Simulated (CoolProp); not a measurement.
Vapour-liquid equilibrium of n-hexane (1) + p-xylene (2) at 118.45 °C; x and y are mole fractions of (1).

Computed with CoolProp (multi-fluid Helmholtz-energy mixture model, Thol 2019 and Zhou 2012; pair parameters Bell 2016).

```tsv
x	bubble pressure, mixture model (MPa)	bubble pressure, Raoult's law (MPa)	y, mixture model	y, Raoult's law
0.05	0.07789	0.07411	0.288	0.260
0.2	0.1339	0.1233	0.637	0.626
0.35	0.1843	0.1726	0.775	0.783
0.5	0.2311	0.2218	0.853	0.870
0.65	0.2762	0.2710	0.907	0.925
0.8	0.3215	0.3203	0.950	0.964
0.95	0.3691	0.3695	0.988	0.992
```

The largest gap from Raoult's law is +8.6 % in bubble pressure, at x = 0.2. No azeotrope shows between x = 0.05 and 0.95.

Pair parameters are fitted to limited data, so mixtures are less certain than the pure fluids.
